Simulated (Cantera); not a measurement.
A perfectly stirred reactor is fed with 9.86 % CH₄, 16.5 % O₂, 61.8 % N₂, 11.8 % CO₂, equivalence ratio 1.2, at 11.0 bar; it is adiabatic with a 448 K inlet, and is followed from long to short residence time, starting on the burning branch (τ in s: 0.22, 0.076, 0.026, 0.0091, 0.0031, 0.0011, 0.00037, 0.00013, 4.5e-05, 1.5e-05).

Cantera simulation using GRI-Mech 3.0 (53 species, 325 reactions); the numbers are that mechanism's predictions, not measurements.

Task: Predict: blow-out, bracketed by the residence times tried; x(CH₄) at τ = 0.220 s; x(O₂) at τ = 0.220 s; x(CO₂) at τ = 0.220 s; x(HCO) at τ = 0.220 s; x(C₂H₆) at τ = 0.220 s; x(CH₄) at τ = 1.10 ms; x(O₂) at τ = 1.10 ms; x(CO₂) at τ = 1.10 ms; x(HCO) at τ = 1.10 ms; x(C₂H₆) at τ = 1.10 ms.

Result: 
```json
{
  "blow_out_bracketed_by_the_residence_times_tried": "burning at 0.370 ms, out at 0.130 ms",
  "x(CH₄) at τ = 0.220 s": "5.50e-5",
  "x(O₂) at τ = 0.220 s": "6.31e-5",
  "x(CO₂) at τ = 0.220 s": "0.160",
  "x(HCO) at τ = 0.220 s": "1.63e-8",
  "x(C₂H₆) at τ = 0.220 s": "3.84e-9",
  "x(CH₄) at τ = 1.10 ms": "0.00147",
  "x(O₂) at τ = 1.10 ms": "0.00472",
  "x(CO₂) at τ = 1.10 ms": "0.156",
  "x(HCO) at τ = 1.10 ms": "3.48e-7",
  "x(C₂H₆) at τ = 1.10 ms": "7.92e-6"
}
```
